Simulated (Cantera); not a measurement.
A perfectly stirred reactor is fed with CH₃OH : O₂ : N₂ = 0.0029 : 0.0028 : 1 (molar parts), at 3.20 bar; it is held at 1000 K, and followed from long to short residence time.

Computed with Cantera and GRI-Mech 3.0 (53 species, 325 reactions). GRI-Mech 3.0 was tuned for natural gas; its chemistry of methanol as a main component is partial and can be far from experiment.

One state of this run: x CH₃OH = 0.000466; x O₂ = 0.00127; x CO = 0.00193; x HCN = <1e-12; x CH₃ = 6.83e-11; x CH₂CO = 1.60e-9; x HCO = 3.70e-9. x: mole fraction; the columns are a selection and need not sum to one.

Problem. Which value of τ (s) does it belong to?
A) 0.62
B) 1.3
C) 0.019
D) 0.31

Solution. D, 0.31
